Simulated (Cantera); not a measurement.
**B2H6 + O2 (boron, boron nitride and boron oxide)**

A closed system holds: 1 mol B2H6, 4.9 mol O2, equilibrated at 1373.15 K and 113 Torr.

These are equilibrium values from Cantera (NASA tables, ideal gas, pure condensed phases), not measurements of a reactor. Candidate condensed phases: B, B2O3, B3O3H3, H2O; 23 gas species. The feed counts by its element totals alone. Gases not in the tables: H3BO3. The numbers say what is thermodynamically allowed, not how fast it happens.

| Quantity | Result |
|---|---|
| x(H2O) | 0.599 |
| x(O2) | 0.385 |
| x(HBO2) | 0.0141 |
| x((HBO2)3) | 0.00118 |
| x(OH) | 0.000107 |
| x(B2O3) | 8.38e-6 |
| x(BO2) | 3.15e-6 |
| n(B2O3(l)) | 0.956 mol |
| gas amount | 4.932 mol |
| log10 activity of B(s) (absent) | -16.92 |
| log10 activity of B3O3H3(s) (absent) | -33.45 |
